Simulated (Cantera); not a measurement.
Mixture: CH4 : C2H6 : O2 : N2 : H2O = 1 : 0.21 : 1.37 : 5.14 : 0.45 (molar parts), equivalence ratio 2.0, at 30000 Pa, adiabatic and at constant pressure. Ignition delay is the time to a rise of 400 K.

Computed with Cantera and GRI-Mech 3.0 (53 species, 325 reactions).

Problem. What does this change do: pressure from 30000 Pa to 1500000 Pa?

Solution. 
| quantity | before | after |
|---|---|---|
| delay at 1075 K | 52.6 ms | 3.23 ms |
| delay at 1125 K | 21.6 ms | 1.42 ms |
| delay at 1175 K | 10.5 ms | 0.686 ms |
| delay at 1225 K | 5.87 ms | 0.359 ms |
| delay at 1275 K | 3.57 ms | 0.204 ms |
| delay at 1325 K | 2.27 ms | 0.124 ms |
| delay at 1375 K | 1.47 ms | 79.3 µs |
| apparent activation energy between 1275 and 1375 K | 130 kJ/mol | 140 kJ/mol |
The pressure lies above the range GRI-Mech 3.0 was tuned for (to about 10 atm).

Problem. What does this change do: 0.53 parts H2 added?

Solution. 
```tsv
quantity	before	after
delay at 1075 K	52.6 ms	29.4 ms
delay at 1125 K	21.6 ms	11.5 ms
delay at 1175 K	10.5 ms	5.48 ms
delay at 1225 K	5.87 ms	3.10 ms
delay at 1275 K	3.57 ms	1.94 ms
delay at 1325 K	2.27 ms	1.29 ms
delay at 1375 K	1.47 ms	0.879 ms
apparent activation energy between 1275 and 1375 K	130 kJ/mol	120 kJ/mol
```
